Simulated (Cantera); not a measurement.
An isothermal, constant-pressure homogeneous reactor starts with CH₄ : CO₂ : H₂ = 1 : 1.8 : 0.82 (molar parts), at 1275 K and 1.00 bar. Integrator tolerance rtol = 1e-08.

Model: GRI-Mech 3.0 (53 species, 325 reactions), integrated in Cantera.

Q: What does this change do: temperature 1275 to 1775 K?

A: 
```
quantity                                            before                                     after
----------------  ----------------------------------------  ----------------------------------------
x(CH₄) at 6.00 s     0.270 (gas-phase equilibrium 3.84e-5)   3.28e-6 (gas-phase equilibrium 6.95e-8)
x(CO₂) at 6.00 s      0.467 (gas-phase equilibrium 0.0556)     0.0343 (gas-phase equilibrium 0.0343)
x(H₂) at 6.00 s        0.204 (gas-phase equilibrium 0.415)       0.394 (gas-phase equilibrium 0.394)
x(CH₂) at 6.00 s   2.39e-12 (gas-phase equilibrium <1e-12)   1.54e-11 (gas-phase equilibrium <1e-12)
x(HO₂) at 6.00 s     <1e-12 (gas-phase equilibrium <1e-12)     <1e-12 (gas-phase equilibrium <1e-12)
x(CH₃) at 6.00 s  4.61e-6 (gas-phase equilibrium 8.63e-10)  3.08e-8 (gas-phase equilibrium 6.52e-10)
```
